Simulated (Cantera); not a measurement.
Cantera run, input and output.

```python
import numpy as np
import cantera as ct

gas = ct.Solution("gri30.yaml")
gas.TPX = 1100, 120000, {'N2O': 2.3, 'N2': 7.2}
inlet = ct.Reservoir(gas, clone=True)

reactor = ct.IdealGasConstPressureReactor(gas, energy="off", clone=False)
exhaust = ct.Reservoir(gas, clone=True)
tau = [1.8, 0.64, 0.23, 0.085, 0.031, 0.011, 0.0041, 0.0015, 0.00054][0]
for a, b in ((inlet, reactor), (reactor, exhaust)):
    ct.MassFlowController(a, b, mdot=lambda t: reactor.mass / tau)
net = ct.ReactorNet([reactor])
show = ['N2O', 'NO', 'N2', 'NO2', 'O', 'O2']

rows = []
print(f"{'tau/s':>10s}{'T/K':>9s}" + "".join(f"{s:>11s}" for s in show))
for tau in [1.8, 0.64, 0.23, 0.085, 0.031, 0.011, 0.0041, 0.0015, 0.00054]:
    net.initial_time = 0.0
    net.advance(30 * tau)
    before = gas.X
    net.advance(40 * tau)
    drift = np.max(np.abs(gas.X - before) / (gas.X + 1e-9))
    rows.append([gas.T, *gas[show].X, drift])
    print(f"{tau:10.3e}{gas.T:9.1f}" + "".join(f"{x:11.3e}" for x in gas[show].X))
```

Result:

```
     tau/s      T/K        N2O         NO         N2        NO2          O         O2
 1.800e+00   1100.0  2.078e-01  1.935e-03  7.759e-01  3.070e-05  2.745e-07  1.429e-02
 6.400e-01   1100.0  2.283e-01  8.118e-04  7.652e-01  1.220e-05  2.947e-07  5.759e-03
 2.300e-01   1100.0  2.369e-01  3.121e-04  7.606e-01  4.098e-06  3.032e-07  2.176e-03
 8.500e-02   1100.0  2.401e-01  1.185e-04  7.589e-01  1.165e-06  3.064e-07  8.192e-04
 3.100e-02   1100.0  2.414e-01  4.376e-05  7.583e-01  2.535e-07  3.073e-07  3.007e-04
 1.100e-02   1100.0  2.418e-01  1.560e-05  7.580e-01  4.148e-08  3.071e-07  1.068e-04
 4.100e-03   1100.0  2.420e-01  5.803e-06  7.579e-01  6.378e-09  3.058e-07  3.967e-05
 1.500e-03   1100.0  2.421e-01  2.099e-06  7.579e-01  8.711e-10  3.021e-07  1.434e-05
 5.400e-04   1100.0  2.421e-01  7.310e-07  7.579e-01  1.074e-10  2.922e-07  4.993e-06
```

Computed with Cantera and GRI-Mech 3.0 (53 species, 325 reactions). GRI-Mech 3.0 was tuned for natural gas; its chemistry of N2O as a main component is partial and can be far from experiment. The mechanism lacks the step 2 NO + O2 → 2 NO2, which can matter for NO2 below about 1400 K. The temperature is held fixed by assumption; the heat of reaction is taken as removed at once.
